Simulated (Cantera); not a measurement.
Mixture: 8.21 % CH4, 0.378 % CO, 16.6 % O2, 62.5 % N2, 12.3 % CO2, at 2900000 Pa, adiabatic and at constant pressure. Ignition delay is the time to a rise of 400 K.

Detailed kinetics in Cantera: GRI-Mech 3.0 (53 species, 325 reactions). The pressure lies above the range GRI-Mech 3.0 was tuned for (to about 10 atm).

Predict: delay at 1275 K; delay at 1425 K; delay at 1575 K; delay at 1725 K; delay at 1875 K; apparent activation energy between 1725 and 1875 K.


| Item | Result |
|---|---|
| delay at 1275 K | 0.768 ms |
| delay at 1425 K | 0.173 ms |
| delay at 1575 K | 46.8 µs |
| delay at 1725 K | 14.4 µs |
| delay at 1875 K | 5.13 µs |
| apparent activation energy between 1725 and 1875 K | 190 kJ/mol |
